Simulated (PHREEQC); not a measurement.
1 kg of water holding 0.019 mol/kgw K2SO4 and 0.23 mol/kgw KCl is evaporated at 25 °C; the solids stay in contact with the brine. No CO2 enters from the air. Solids allowed: Arcanite, Misenite, Sylvite. Others were left out.

All values are PHREEQC results (Pitzer model, pitzer.dat), not measurements.

| water left (kg) | ionic strength | water activity | Sylvite (mol) | Arcanite (mol) | Cl in solution (mol/kgw) | K in solution (mol/kgw) | S in solution (mol/kgw) |
|---|---|---|---|---|---|---|---|
| 1 | 0.287 | 0.992 | 0 | 0 | 0.230 | 0.268 | 0.0190 |
| 0.6755 | 0.425 | 0.988 | 0 | 0 | 0.340 | 0.397 | 0.0281 |
| 0.4563 | 0.629 | 0.982 | 0 | 0 | 0.504 | 0.587 | 0.0416 |
| 0.2533 | 1.13 | 0.968 | 0 | 0 | 0.908 | 1.06 | 0.0750 |
| 0.1711 | 1.68 | 0.953 | 0 | 0 | 1.34 | 1.57 | 0.111 |
| 0.1156 | 2.48 | 0.931 | 0 | 0 | 1.99 | 2.32 | 0.164 |
| 0.06418 | 3.94 | 0.880 | 0 | 0.0114 | 3.58 | 3.82 | 0.119 |
| 0.04335 | 4.98 | 0.842 | 0.0248 | 0.0155 | 4.73 | 4.90 | 0.0807 |
| 0.0293 | 4.98 | 0.842 | 0.0913 | 0.0166 | 4.73 | 4.90 | 0.0807 |
| 0.01979 | 4.98 | 0.842 | 0.136 | 0.0174 | 4.73 | 4.90 | 0.0807 |
| 0.01337 | 4.98 | 0.842 | 0.167 | 0.0179 | 4.73 | 4.90 | 0.0807 |
| 0.007426 | 4.98 | 0.842 | 0.195 | 0.0184 | 4.73 | 4.90 | 0.0807 |
| 0.005012 | 4.98 | 0.842 | 0.206 | 0.0186 | 4.73 | 4.90 | 0.0807 |

Arcanite from water left = 0.09502 kg; Sylvite from water left = 0.04335 kg.
